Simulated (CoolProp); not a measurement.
Properties of R1234ze(E) along the isotherm 146.85 °C (Tc = 109.4 °C, pc = 36.35 bar, ω = 0.313).

The numbers come from the reference Helmholtz-energy equation of state, Thol 2016 in CoolProp.

```csv
p (bar),phase,density (kg/m³),cv (kJ/(kg K))
11.4,gas,40.59,1.0000
22.7,gas,89.51,1.022
34.1,gas,153.1,1.051
45.4,supercritical,242.4,1.089
56.8,supercritical,380.9,1.125
68.2,supercritical,537.6,1.123
79.5,supercritical,638.1,1.103
90.9,supercritical,700.9,1.089
```
